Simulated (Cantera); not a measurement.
Charge: 1 mol SiCl4, 1.7 mol Cl2, 0.87 mol H2, held at 1402 °C and 6.30 bar.

These are equilibrium values from Cantera (NASA tables, ideal gas, pure condensed phases), not measurements of a reactor. Candidate condensed phases: Si; 19 gas species. The tables' values for SiCl3 are old estimates; treat these amounts as uncertain. Kinetics and transport are ignored.

Base state: HCl 0.480, SiCl4 0.276, Cl2 0.213, Cl 0.0309, SiCl3 6.76e-5 (mole fractions); condensed: gas only.

Question: What changes in the equilibrium state with this change: H2 from 0.87 to 0.35 mol?

Answer: 
```json
[
 {"species": "Cl2", "before": "0.213", "after": "0.412"},
 {"species": "SiCl4", "before": "0.276", "after": "0.321"},
 {"species": "HCl", "before": "0.480", "after": "0.225"},
 {"species": "Cl", "before": "0.0309", "after": "0.0430"},
 {"species": "SiCl3", "before": "6.76e-5", "after": "5.66e-5"}
]
```

Question: What changes in the equilibrium state with this change: Cl2 from 1.7 to 0.77 mol?

Answer: 
```csv
species,before,after
HCl,0.480,0.602
SiCl4,0.276,0.351
H2,3.14e-7,0.0235
Cl2,0.213,4.48e-6
SiCl3,6.76e-5,0.0188
Cl,0.0309,0.000142
SiHCl3,3.25e-8,0.00248
SiCl2,3.44e-8,0.00209
```
